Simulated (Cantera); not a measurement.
Cantera run:

```python
import numpy as np
import cantera as ct

gas_names = """
    CL CL2 H HCL H2 Si SiCL SiCL2 SiCL3 SiCL4 SiH SiHCL3 SiH2 SiH2CL2 SiH3 SiH3CL SiH4 Si2 Si3
""".split()
cond_names = """
    Si(cr) Si(L)
""".split()


# ... load() reads the species with a 1 bar reference pressure and builds the phases ...
atoms = {
    'Si': {'Si': 1},
    'Cl2': {'CL': 2},
    'H2': {'H': 2},
    'HCl': {'H': 1, 'CL': 1},
}
top_T = {}  # K; cautious upper limits of use, not melting points


# ... equilibrate(T, P, feed) seeds the gas with the atoms and calls Mixture.equilibrate('TP', solver="vcs", rtol=1e-11, max_steps=5000) ...
results = []
feed = {'Si': 1, 'Cl2': 0.88, 'H2': 9.2, 'HCl': 1.8}  # mol
T = 1425  # K
P = 100000  # Pa
mix = equilibrate(T, P, feed)
results.append((T, P, feed, dict(zip(mix.species_names, mix.species_moles))))
print(gas.report(threshold=1e-06))
for i in range(1, mix.n_phases):
    print(f"{mix.phase(i).name:16s} {mix.phase_moles(i):12.5e} mol")
```

It prints:

```
       temperature   1425 K
          pressure   1e+05 Pa
           density   0.12691 kg/m^3
  mean mol. weight   15.036 kg/kmol
   phase of matter   gas

                          1 kg             1 kmol
                     ---------------   ---------------
          enthalpy            -33496       -5.0367e+05  J
   internal energy       -8.2145e+05       -1.2352e+07  J
           entropy             13807         2.076e+05  J/K
    Gibbs function       -1.9708e+07       -2.9634e+08  J
 heat capacity c_p            2407.7             36204  J/K
 heat capacity c_v            1854.8             27889  J/K

                      mass frac. Y      mole frac. X     chem. pot. / RT
                     ---------------   ---------------   ---------------
                 H        4.1704e-07         6.221e-06           -9.3195
               HCL           0.21961          0.090576           -35.443
                H2           0.11151           0.83168           -18.639
             SiCL2           0.19601          0.029775           -56.706
             SiCL3           0.10957          0.012256            -82.83
             SiCL4           0.22417          0.019841           -108.95
            SiHCL3           0.12841          0.014255           -92.149
           SiH2CL2          0.010501         0.0015634           -75.345
            SiH3CL        0.00021948        4.9582e-05           -58.541
     [  +10 minor]        4.5777e-06         1.891e-06

Si(cr)            1.13524e-01 mol
```

Cantera equilibrium calculation (NASA polynomials, part measured and part estimated; ideal gas, pure solids and liquids). The tables' values for SiCl3 are old estimates; treat these amounts as uncertain.
